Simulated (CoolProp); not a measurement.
R134a along the isotherm 404.7 K: Z from the reference equation and from simpler models built on Tc = 374.2 K, pc = 4059 kPa, ω = 0.327; each cubic takes its own stable root.

Model: reference Helmholtz-energy equation of state, Tillner-Roth 1994, in CoolProp.

```csv
p (kPa),phase,reference
1690,gas,0.8815
3380,gas,0.7416
5070,supercritical,0.5668
6770,supercritical,0.3892
8460,supercritical,0.3671
10100,supercritical,0.3936
11800,supercritical,0.4307
13500,supercritical,0.4709
15200,supercritical,0.5122
16900,supercritical,0.5538
18600,supercritical,0.5954
20300,supercritical,0.6370
```

Question: How far does each simpler model (van der Waals, Redlich-Kwong) lie from the reference over these 12 states: mean and median of the absolute difference, and the worst?

Answer: 
- van der Waals: mean 24.4 %, median 32.7 %, worst +37.7 % at 404.7 K and 20300 kPa
- Redlich-Kwong: mean 9.4 %, median 12.2 %, worst +14.2 % at 404.7 K and 10100 kPa
